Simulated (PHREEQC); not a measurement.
**Spent oxide etchant**

Consider water at 25 °C with 48 mmol/kgw HF, 0.64 mmol/kgw H2SiF6 and 4 mmol/kgw H3AsO4. Closed to the air; pH follows from the charge balance.

Computed with PHREEQC (ion-association model, wateq4f.dat).

| Property | Result |
|---|---|
| pH | 2.16 |
| ionic strength | 0.00811 mol/kgw |
| total alkalinity | -55.8 meq/kg |

```json
[
 {"species": "HF", "molality": "0.0362", "activity": "0.0363", "log γ": "0.001"},
 {"species": "H+", "molality": "0.00747", "activity": "0.00687", "log γ": "-0.036"},
 {"species": "F-", "molality": "0.00387", "activity": "0.00352", "log γ": "-0.042"},
 {"species": "H2F2", "molality": "0.00342", "activity": "0.00343", "log γ": "0.001"},
 {"species": "H3AsO4", "molality": "0.00222", "activity": "0.00222", "log γ": "0.001"},
 {"species": "H2AsO4-", "molality": "0.00178", "activity": "0.00162", "log γ": "-0.041"},
 {"species": "SiF6-2", "molality": "0.000640", "activity": "0.000443", "log γ": "-0.160"},
 {"species": "HF2-", "molality": "0.000539", "activity": "0.000490", "log γ": "-0.042"}
]
```

No solid was allowed to form. Species that the database lacks are ignored. wateq4f.dat counts part of the HF as a dimer, H2F2, which phreeqc.dat doesn't know; its constant is uncertain. SiF6-2 is the database's only silicon fluoride.
